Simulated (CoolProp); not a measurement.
A single-stage vapour-compression cycle with R1336mzz(Z): evaporating at 262.15 K (dew point), condensing at 302.15 K (bubble point), superheat 8 K, subcooling 2 K, compressor efficiency 0.9, no pressure losses. Each further row changes one setting.

The numbers come from the reference Helmholtz-energy equation of state, McLinden 2020 in CoolProp.

```json
[
 {"case": "as stated", "cooling COP": "5.11", "pressure ratio": "6.07", "discharge temperature (K)": "307.3", "refrigerating effect (kJ/kg)": "145", "volumetric capacity (kJ/m³)": "152"},
 {"case": "evaporating temperature 267.15 K", "cooling COP": "6.09", "pressure ratio": "4.68", "discharge temperature (K)": "(withheld)", "refrigerating effect (kJ/kg)": "(withheld)", "volumetric capacity (kJ/m³)": "199"},
 {"case": "condensing temperature 297.15 K", "cooling COP": "5.99", "pressure ratio": "5.01", "discharge temperature (K)": "(withheld)", "refrigerating effect (kJ/kg)": "151", "volumetric capacity (kJ/m³)": "158"},
 {"case": "subcooling 7 K", "cooling COP": "(withheld)", "pressure ratio": "6.07", "discharge temperature (K)": "307.3", "refrigerating effect (kJ/kg)": "151", "volumetric capacity (kJ/m³)": "158"},
 {"case": "superheat 18 K", "cooling COP": "5.19", "pressure ratio": "6.07", "discharge temperature (K)": "317.4", "refrigerating effect (kJ/kg)": "153", "volumetric capacity (kJ/m³)": "(withheld)"},
 {"case": "compressor efficiency 0.8", "cooling COP": "4.54", "pressure ratio": "6.07", "discharge temperature (K)": "311.3", "refrigerating effect (kJ/kg)": "145", "volumetric capacity (kJ/m³)": "152"}
]
```

### Question
Complete the blanks.

### Answer

- evaporating temperature 267.15 K, discharge temperature (K): 307.1
- evaporating temperature 267.15 K, refrigerating effect (kJ/kg): 149
- condensing temperature 297.15 K, discharge temperature (K): 303.1
- subcooling 7 K, cooling COP: 5.32
- superheat 18 K, volumetric capacity (kJ/m³): 154
